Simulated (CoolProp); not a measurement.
R236EA at 293.15 K and 0.075 MPa flows at 1.2 m/s in a round tube of 50 mm bore and 45 µm roughness, fully developed (64/Re and Nu = 3.66 if laminar; Colebrook and Gnielinski if turbulent). Each further row changes one setting.

Values from CoolProp's reference Helmholtz-energy equation of state, Rui 2013.

```tsv
case	Reynolds number	Darcy friction factor	pressure drop (Pa/m)	heat-transfer coefficient (W/(m² K))	mass flow (kg/h)
as stated	26900	…	1.82	…	40.8
velocity 2.4 m/s	53800	…	…	…	81.5
diameter 100 mm	53800	0.0221	0.766	…	163
```

**Question.** Some entries are withheld; supply them.

**Answer.** 
- as stated, Darcy friction factor: 0.0262
- as stated, heat-transfer coefficient (W/(m² K)): 19.0
- velocity 2.4 m/s, Darcy friction factor: 0.0235
- velocity 2.4 m/s, pressure drop (Pa/m): 6.51
- velocity 2.4 m/s, heat-transfer coefficient (W/(m² K)): 34.3
- diameter 100 mm, heat-transfer coefficient (W/(m² K)): 16.0

Viscosity comes from a separate model (Huber 2003), an estimate that may be off by 10 % or more. Thermal conductivity comes from a separate model (Huber 2003), an estimate that may be off by 10 % or more.
